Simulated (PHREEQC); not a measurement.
0.036 g of hydrous ferric oxide (600 m²/g; 0.2 weak and 0.005 strong sites per Fe, Dzombak-Morel constants, diffuse double layer) in 1 kg of water with 0.01 mol/kgw of an inert sodium salt and 3.2e-05 mol/kgw BaCl2, at 25 °C; the pH is set by adding NaOH or the inert anion's acid. Oxygen is held at 0.21 atm. No CO2 enters from the air. Nothing may precipitate in this run.

Base run: PHREEQC, ion-association model, wateq4f.dat. Each further column changes one thing. The table gives surface charge σ (C/m²).

```tsv
pH	base	background salt from 0.01 to 0.001 mol/kgw	oxide from 0.036 to 0.18 g/kgw	1.6e-05 mol/kgw NaF added
3	0.325	0.255	0.325	0.288
4.33	0.179	0.093	0.179	0.158
5.67	0.067	[?]	0.067	0.063
7	0.017	[?]	0.017	0.017
8.33	-0.002	[?]	-0.002	-0.002
9.67	-0.023	-0.008	-0.025	-0.023
11	-0.045	[?]	[?]	-0.045
```

Question: What belongs in the gaps?

Answer: 
- 5.67, background salt from 0.01 to 0.001 mol/kgw: 0.027
- 7, background salt from 0.01 to 0.001 mol/kgw: 0.006
- 8.33, background salt from 0.01 to 0.001 mol/kgw: -0.001
- 11, background salt from 0.01 to 0.001 mol/kgw: -0.022
- 11, oxide from 0.036 to 0.18 g/kgw: -0.084

The oxide is taken as insoluble; below pH 4 it would dissolve.
